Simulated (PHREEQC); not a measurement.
## Copper plating or etch bath (model solution)

Solution (35 °C): 0.0065 mol CuSO4 and 0.00011 mol Na2SO4 per kg of water. Closed to the air; pH follows from the charge balance.

The numbers come from PHREEQC with the ion-association model, wateq4f.dat.

The pH is 4.87 and the ionic strength comes out as 0.0194 mol/kgw.

| species | molality | activity | log γ |
|---|---|---|---|
| SO4-2 | 0.00487 | 0.00283 | -0.236 |
| Cu+2 | 0.00475 | 0.00282 | -0.227 |
| CuSO4 | 0.00173 | 0.00174 | 0.002 |
| Na+ | 0.000217 | 0.000189 | -0.060 |
| H+ | 1.52e-5 | 1.35e-5 | -0.051 |
| Cu2(OH)2+2 | 8.72e-6 | 5.00e-6 | -0.242 |

No solid was allowed to form. Complexes and solids missing from the database can't appear.
